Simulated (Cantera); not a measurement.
What does this Cantera script print?

```python
import numpy as np
import cantera as ct

gas_names = [...]  # 95 gases of nasa_gas.yaml made of C, F, H
cond_names = """
    C(gr) C6H6(L) C7H8(L) C8H18(L),n-octa
""".split()


# ... load() reads the species with a 1 bar reference pressure and builds the phases ...
atoms = {
    'C2F6': {'C': 2, 'F': 6},
    'H2': {'H': 2},
}
top_T = {'C(gr)': 4500}  # K; cautious upper limits of use, not melting points


# ... equilibrate(T, P, feed) seeds the gas with the atoms and calls Mixture.equilibrate('TP', solver="vcs", rtol=1e-11, max_steps=5000) ...
results = []
T = 3223  # K
P = 1000  # Pa
for m in [0.25, 0.63, 1, 1.4, 1.8, 2.2, 2.5, 2.9, 3.3, 3.7, 4.1, 4.5]:
    feed = {'C2F6': 1, 'H2': m}  # mol
    mix = equilibrate(T, P, feed)
    results.append((T, P, feed, dict(zip(mix.species_names, mix.species_moles))))

top = {s: max(r[3][s] / sum(r[3][g] for g in gas_names) for r in results) for s in gas_names}
cols = sorted((s for s in top if top[s] > 0.001), key=lambda s: -top[s])[:8]
seen = [c for c in cond_names if any(r[3].get(c, 0) > 1e-12 for r in results)]
print("log10 of partial pressures in bar; condensed amounts in mol")
print(f"{'n(H2)':>10s}" + "".join(f"{s[:9]:>10s}" for s in cols + seen))
for T, P, feed, n in results:
    ng = sum(n[g] for g in gas_names)
    print(f"{feed['H2']:10.4g}" + "".join(f"{np.log10(max(n[s] / ng * P / 1e5, 1e-99)):10.3f}" for s in cols)
          + "".join(f"{n.get(c, 0):10.4g}" for c in seen))
```

It prints:

```
log10 of partial pressures in bar; condensed amounts in mol
     n(H2)         F        HF         H        CF        C3         C        H2        C2
      0.25    -2.125    -3.165    -4.133    -3.108    -3.242    -3.670    -7.218    -3.985
      0.63    -2.189    -2.779    -3.684    -3.167    -3.230    -3.666    -6.318    -3.977
         1    -2.257    -2.596    -3.433    -3.232    -3.222    -3.663    -5.817    -3.971
       1.4    -2.338    -2.474    -3.229    -3.312    -3.217    -3.661    -5.410    -3.968
       1.8    -2.427    -2.396    -3.062    -3.401    -3.217    -3.661    -5.075    -3.968
       2.2    -2.522    -2.347    -2.918    -3.499    -3.225    -3.664    -4.787    -3.973
       2.5    -2.595    -2.325    -2.824    -3.575    -3.235    -3.667    -4.599    -3.980
       2.9    -2.690    -2.312    -2.716    -3.676    -3.254    -3.674    -4.383    -3.993
       3.3    -2.779    -2.312    -2.627    -3.773    -3.278    -3.682    -4.205    -4.009
       3.7    -2.860    -2.321    -2.555    -3.863    -3.306    -3.691    -4.060    -4.027
       4.1    -2.932    -2.335    -2.496    -3.946    -3.335    -3.701    -3.943    -4.047
       4.5    -2.997    -2.352    -2.449    -4.020    -3.364    -3.710    -3.848    -4.066
```

Cantera equilibrium calculation (NASA polynomials, part measured and part estimated; ideal gas, pure solids and liquids). The feed counts by its element totals alone.
